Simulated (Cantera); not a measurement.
Thermodynamics of silicon etching in halogen gases, feed Si + HBr

Charge: 1 mol Si, 21 mol HBr, held at 1200 K.

Method: chemical equilibrium by Gibbs-energy minimisation in Cantera with the NASA 1993 tables (ideal gas, pure condensed phases). Candidate condensed phases: Br2, Si; 19 gas species. The tables' values for SiBr3 are old estimates; treat these amounts as uncertain. Rates play no part.

From 1.00 Pa to 100000 Pa nothing is condensed. The main Si-bearing gas is SiBr2 at 1.00 Pa and SiBr4 at 100000 Pa.

```json
[
 {"P (Pa)": "1", "x HBr": "0.797", "x H2": "0.0861", "x Br": "0.0702", "x SiBr4": "0.00401", "x SiBr2": "0.0406"},
 {"P (Pa)": "4.20", "x HBr": "0.834", "x H2": "0.0817", "x Br": "0.0368", "x SiBr4": "0.0145", "x SiBr2": "0.0304"},
 {"P (Pa)": "18", "x HBr": "0.845", "x H2": "0.0890", "x Br": "0.0172", "x SiBr4": "0.0303", "x SiBr2": "0.0157"},
 {"P (Pa)": "75", "x HBr": "0.846", "x H2": "0.0964", "x Br": "0.00813", "x SiBr4": "0.0419", "x SiBr2": "0.00562"},
 {"P (Pa)": "320", "x HBr": "0.847", "x H2": "0.0994", "x Br": "0.00388", "x SiBr4": "0.0472", "x SiBr2": "0.00153"},
 {"P (Pa)": "1300", "x HBr": "0.848", "x H2": "0.100", "x Br": "0.00192", "x SiBr4": "0.0489", "x SiBr2": "0.000391"},
 {"P (Pa)": "5600", "x HBr": "0.849", "x H2": "0.100", "x Br": "0.000927", "x SiBr4": "0.0495", "x SiBr2": "9.18e-5"},
 {"P (Pa)": "24000", "x HBr": "0.849", "x H2": "0.100", "x Br": "0.000448", "x SiBr4": "0.0497", "x SiBr2": "2.15e-5"},
 {"P (Pa)": "100000", "x HBr": "0.850", "x H2": "0.1000", "x Br": "0.000220", "x SiBr4": "0.0498", "x SiBr2": "5.16e-6"}
]
```
x: gas mole fraction; nothing condenses.
